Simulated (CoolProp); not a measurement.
A simple Rankine cycle with 1,2-dichloroethane: condensing at 332.15 K, boiler at 0.846 MPa, turbine inlet 483.3 K, turbine efficiency 0.9, pump efficiency 0.6, no recuperator. Each further row changes one setting.

Model: reference Helmholtz-energy equation of state, Thol 2015, in CoolProp.

```csv
case,thermal efficiency (%),net work (kJ/kg),heat in (kJ/kg),turbine exit temperature (K),volume ratio over the turbine
as stated,19.1,(withheld),466,(withheld),(withheld)
condensing temperature 324.15 K,20.4,(withheld),477,367.2,(withheld)
boiler pressure 0.592 MPa,(withheld),81.1,471,390.4,(withheld)
turbine efficiency 0.8,17.0,(withheld),466,387.6,17.0
```

**Question.** Fill in the missing entries.

**Answer.** 
- as stated, net work (kJ/kg): 89.2
- as stated, turbine exit temperature (K): 376.6
- as stated, volume ratio over the turbine: 16.5
- condensing temperature 324.15 K, net work (kJ/kg): 97.4
- condensing temperature 324.15 K, volume ratio over the turbine: 21.8
- boiler pressure 0.592 MPa, thermal efficiency (%): 17.2
- boiler pressure 0.592 MPa, volume ratio over the turbine: 11.6
- turbine efficiency 0.8, net work (kJ/kg): 79.1
